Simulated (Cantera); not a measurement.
A perfectly stirred reactor is fed with 1.05 % C2H6, 98.9 % H2, at 1.01 bar; it is held at 1748 K, and followed from long to short residence time.

Model: GRI-Mech 3.0 (53 species, 325 reactions), integrated in Cantera. GRI-Mech 3.0 stops at C3 and has no aromatics, soot or wall deposition, so with more carbon than oxygen in the feed, carbon stays in small species such as C2H2 where larger ones or solid carbon would form.

Predict: x(C2H6) at τ = 0.580 s; x(H2) at τ = 0.580 s; x(CH4) at τ = 0.580 s; x(C2H4) at τ = 0.580 s; x(C2H) at τ = 0.580 s; x(C2H6) at τ = 15.0 ms; x(H2) at τ = 15.0 ms; x(CH4) at τ = 15.0 ms; x(C2H4) at τ = 15.0 ms; x(C2H) at τ = 15.0 ms.


```
Quantity                  Result
----------------------  --------
x(C2H6) at τ = 0.580 s   8.14e-7
x(H2) at τ = 0.580 s       0.985
x(CH4) at τ = 0.580 s    0.00802
x(C2H4) at τ = 0.580 s  0.000210
x(C2H) at τ = 0.580 s    9.99e-9
x(C2H6) at τ = 15.0 ms   1.31e-5
x(H2) at τ = 15.0 ms       0.984
x(CH4) at τ = 15.0 ms     0.0104
x(C2H4) at τ = 15.0 ms  0.000245
x(C2H) at τ = 15.0 ms    1.04e-8
```
